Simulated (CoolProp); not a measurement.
Saturation properties of nitrous oxide (Tc = 309.5 K, pc = 7.245 MPa, ω = 0.161).

Computed with CoolProp (reference Helmholtz-energy equation of state, Lemmon 2006). It is a short technical equation, of lower accuracy than the large ones.

| T (K) | p (MPa) | liquid density (kg/m³) | enthalpy of vaporisation (kJ/kg) | vapour Z |
|---|---|---|---|---|
| 227.6 | 0.7672 | 1094 | 319.5 | 0.8911 |
| 237.9 | 1.107 | 1057 | 303.5 | 0.8599 |
| 248.2 | 1.546 | 1018 | 285.8 | 0.8236 |
| 258.5 | 2.101 | 975.5 | 265.9 | 0.7817 |
| 268.8 | 2.788 | 928.6 | 243.3 | 0.7332 |
| 279.1 | 3.626 | 875.5 | 216.8 | 0.6764 |
| 289.4 | 4.636 | 812.3 | 184.2 | 0.6073 |
| 299.7 | 5.849 | 727.8 | 139.5 | 0.5153 |

It boils at 184.7 K under 1 atm.
